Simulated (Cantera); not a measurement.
Input: 1 mol PbI₂, 27 mol H₂, at 2.00e-5 bar.

Cantera equilibrium calculation (NASA polynomials, part measured and part estimated; ideal gas, pure solids and liquids). Candidate condensed phases: I₂, Pb, PbI₂; 10 gas species. Kinetics and transport are ignored.

### Question
At 1002 °C, list the 6 most abundant gas species with their mole fractions, and the condensed phases.

### Answer
H₂ 0.900, I 0.0635, Pb 0.0331, HI 0.00296, PbI 0.000289, H 0.000156. Condensed: gas only.
